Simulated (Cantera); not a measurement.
A closed system holds: 1 mol SiC, 3.9 mol N₂O, 56 mol H₂, held at 2200 K and 0.0100 bar.

These are equilibrium values from Cantera (NASA tables, ideal gas, pure condensed phases), not measurements of a reactor. Candidate condensed phases: C, C₆H₆, C₇H₈, C₈H₁₈, H₂O, Si, SiC, SiO₂, Si₂N₂O, Si₃N₄; 151 gas species. The numbers say what is thermodynamically allowed, not how fast it happens.

Base state: H₂ 0.826, N₂ 0.0614, H 0.0512, H₂O 0.0295, SiO 0.0157, CO 0.0156, OH 0.000255, CO₂ 0.000106 (mole fractions); condensed: gas only.

Problem. What changes in the equilibrium state with this change: SiC replaced by Si?

Solution. 
```
species    before     after
-------  --------  --------
H₂          0.826     0.824
N₂         0.0614    0.0624
H          0.0512    0.0511
H₂O        0.0295    0.0460
CO         0.0156         0
SiO        0.0157    0.0160
CO₂      0.000106         0
O         1.10e-5   1.72e-5
OH       0.000255  0.000398
```

Problem. What changes in the equilibrium state with this change: N₂O from 3.9 to 0.077 mol?

Solution. 
| species | before | after |
|---|---|---|
| H₂ | 0.826 | 0.935 |
| H | 0.0512 | 0.0545 |
| Si | 7.01e-8 | 0.00491 |
| N₂ | 0.0614 | 0.000937 |
| H₂O | 0.0295 | <1e-9 |
| SiO | 0.0157 | 2.84e-5 |
| CO | 0.0156 | 0.00130 |
| C₂H₂ (acetylene) | <1e-9 | 0.00155 |
| HCN | 1.69e-9 | 0.000718 |
| SiC₂ | <1e-9 | 0.000306 |
| SiC(s), mol | 0 | 0.646 |
Gases not in the tables: Si₂H₆ and higher silanes.

Problem. What changes in the equilibrium state with this change: temperature from 2200 K to 998.15 K?

Solution. 
| species | before | after |
|---|---|---|
| H₂ | 0.826 | 0.905 |
| N₂ | 0.0614 | 0.0640 |
| CO | 0.0156 | 0.0160 |
| H | 0.0512 | 2.05e-8 |
| SiO | 0.0157 | <1e-9 |
| H₂O | 0.0295 | 0.0144 |
| OH | 0.000255 | <1e-9 |
| O | 1.10e-5 | <1e-9 |
| CO₂ | 0.000106 | 0.000370 |
| SiO₂(β-quartz), mol | 0 | 1.00 |
